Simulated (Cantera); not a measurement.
An isothermal, constant-pressure homogeneous reactor starts with CH4 : H2O = 1 : 0.73 (molar parts), at 1300 K and 7500 Torr.

Computed with Cantera and GRI-Mech 3.0 (53 species, 325 reactions). GRI-Mech 3.0 stops at C3 and has no aromatics, soot or wall deposition, so with more carbon than oxygen in the feed, carbon stays in small species such as C2H2 where larger ones or solid carbon would form.

### Question
Predict: x(CH4) at 5.00 s; x(H2O) at 5.00 s; x(C2H2) at 5.00 s; x(H) at 5.00 s; x(C2H6) at 5.00 s.

### Answer
x(CH4) at 5.00 s: 0.458 (gas-phase equilibrium 0.0919)
x(H2O) at 5.00 s: 0.398 (gas-phase equilibrium 0.00531)
x(C2H2) at 5.00 s: 0.0109 (gas-phase equilibrium 2.59e-6)
x(H) at 5.00 s: 8.77e-8 (gas-phase equilibrium 2.90e-7)
x(C2H6) at 5.00 s: 0.00163 (gas-phase equilibrium 1.70e-5)
